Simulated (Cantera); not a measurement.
A Cantera script and what it prints.

```python
import numpy as np
import cantera as ct

gas_names = """
    CL CL2 H HCL H2 Si SiCL SiCL2 SiCL3 SiCL4 SiH SiHCL3 SiH2 SiH2CL2 SiH3 SiH3CL SiH4 Si2 Si3
""".split()
cond_names = """
    Si(cr) Si(L)
""".split()


# ... load() reads the species with a 1 bar reference pressure and builds the phases ...
atoms = {
    'Si': {'Si': 1},
    'HCl': {'H': 1, 'CL': 1},
    'H2': {'H': 2},
}
top_T = {}  # K; cautious upper limits of use, not melting points


# ... equilibrate(T, P, feed) seeds the gas with the atoms and calls Mixture.equilibrate('TP', solver="gibbs", rtol=1e-10, max_steps=50000) ...
results = []
feed = {'Si': 1, 'HCl': 2.5, 'H2': 14}  # mol
P = 65000  # Pa
for T in [575, 650, 725, 800, 875, 950, 1025, 1100, 1175]:
    mix = equilibrate(T, P, feed)
    results.append((T, P, feed, dict(zip(mix.species_names, mix.species_moles))))

top = {s: max(r[3][s] / sum(r[3][g] for g in gas_names) for r in results) for s in gas_names}
cols = sorted((s for s in top if top[s] > 1e-06), key=lambda s: -top[s])[:5]
seen = [c for c in cond_names if any(r[3].get(c, 0) > 1e-12 for r in results)]
print("log10 of partial pressures in bar; condensed amounts in mol")
print(f"{'T/K':>10s}" + "".join(f"{s[:9]:>10s}" for s in cols + seen))
for T, P, feed, n in results:
    ng = sum(n[g] for g in gas_names)
    print(f"{T:10.4g}" + "".join(f"{np.log10(max(n[s] / ng * P / 1e5, 1e-99)):10.3f}" for s in cols)
          + "".join(f"{n.get(c, 0):10.4g}" for c in seen))
```

It prints:

```
log10 of partial pressures in bar; condensed amounts in mol
       T/K        H2       HCL     SiCL4    SiHCL3     SiCL2    Si(cr)
       575    -0.207    -4.985    -1.816    -1.867   -10.180    0.2857
       650    -0.207    -4.228    -1.810    -1.880    -8.491    0.2872
       725    -0.207    -3.630    -1.804    -1.892    -7.156    0.2896
       800    -0.207    -3.147    -1.801    -1.905    -6.076    0.2939
       875    -0.208    -2.749    -1.802    -1.920    -5.186     0.302
       950    -0.209    -2.418    -1.809    -1.938    -4.443     0.316
      1025    -0.211    -2.140    -1.827    -1.964    -3.817     0.338
      1100    -0.213    -1.905    -1.862    -2.001    -3.289    0.3684
      1175    -0.217    -1.711    -1.924    -2.058    -2.846    0.4047
```

Cantera equilibrium calculation (NASA polynomials, part measured and part estimated; ideal gas, pure solids and liquids). The tables' values for SiCl3 are old estimates; treat these amounts as uncertain.
